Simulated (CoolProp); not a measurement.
Vapour-liquid equilibrium of R125 (1) + R134a (2) at 594 kPa; x and y are mole fractions of (1).

The numbers come from the multi-fluid Helmholtz-energy mixture model, Lemmon 2005 and Tillner-Roth 1994; pair parameters Lemmon 2004 in CoolProp.

```csv
x,bubble temperature (K),y at the bubble point,dew temperature at overall composition x (K),liquid density (mol/L)
0.05,292.6,0.093,293.4,11.94
0.15,289.2,0.257,291.4,11.88
0.25,286.2,0.395,289.4,11.81
0.35,283.4,0.514,287.2,11.73
0.45,280.8,0.616,284.9,11.65
0.55,278.4,0.705,282.5,11.56
0.65,276.2,0.784,279.9,11.47
0.75,274.1,0.854,277.1,11.38
0.85,272.1,0.916,274.2,11.29
0.95,270.3,0.973,271.0,11.19
```

No azeotrope shows between x = 0.05 and 0.95.

Pair parameters are fitted to limited data, so mixtures are less certain than the pure fluids.
